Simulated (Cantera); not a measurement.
A closed system holds: 1 mol SiO2, 2.6 mol C, 0.3 mol N2, equilibrated at 3.90 bar.

These are equilibrium values from Cantera (NASA tables, ideal gas, pure condensed phases), not measurements of a reactor. Candidate condensed phases: C, Si, SiC, SiO2, Si2N2O, Si3N4; 34 gas species. N2 is the only nitrogen source here; it is nearly inert below about 1500 K, so the nitride shown seldom forms there in practice. Mutual solubility and eutectic melting of coexisting phases are not modelled. The tables hold silica as quartz up to 1696 K and as liquid above; real silica turns to tridymite and cristobalite and melts near 1996 K. The numbers say what is thermodynamically allowed, not how fast it happens.

Q: Which condensed phases are stable at each of these points (T (K)): 1125, 1225, 1325, 1425, 1525, 1625, 1725, 1825, 1925?

A: 
| T (K) | condensed phases | Si condensed (%) |
|---|---|---|
| 1125 | C(graphite) + SiO2(β-quartz) + Si2N2O(s) | 100.0 |
| 1225 | C(graphite) + SiO2(β-quartz) + Si2N2O(s) | 100.0 |
| 1325 | C(graphite) + SiO2(β-quartz) + Si2N2O(s) | 100.0 |
| 1425 | C(graphite) + SiO2(β-quartz) + Si2N2O(s) | 100.0 |
| 1525 | C(graphite) + SiO2(β-quartz) + Si2N2O(s) | 100.0 |
| 1625 | C(graphite) + SiO2(β-quartz) + Si2N2O(s) | 100.0 |
| 1725 | C(graphite) + SiO2(condensed) + Si2N2O(s) | 100.0 |
| 1825 | C(graphite) + SiO2(condensed) + Si2N2O(s) | 99.9 |
| 1925 | C(graphite) + SiC(s) + Si2N2O(s) | 98.7 |

From 1125 K to 1625 K the condensed part is C(graphite) + SiO2(β-quartz) + Si2N2O(s). From 1725 K to 1825 K the condensed part is C(graphite) + SiO2(condensed) + Si2N2O(s). At 1925 K the condensed part is C(graphite) + SiC(s) + Si2N2O(s).
